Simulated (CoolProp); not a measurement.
Vapour-liquid equilibrium of benzene (1) + ethylbenzene (2) at 500.1 K; x and y are mole fractions of (1).

The numbers come from the multi-fluid Helmholtz-energy mixture model, Thol 2012 and Zhou 2012; pair parameters Bell 2016 in CoolProp.

### Question
Give the bubble pressure and the first vapour's composition at x = 0.35, 0.85, 0.95. Is there an azeotrope?

### Answer
x = 0.35: 11.17 bar, y = 0.549; x = 0.85: 18.90 bar, y = 0.929; x = 0.95: 20.73 bar, y = 0.978. No azeotrope shows between x = 0.05 and 0.95.

Pair parameters are fitted to limited data, so mixtures are less certain than the pure fluids.
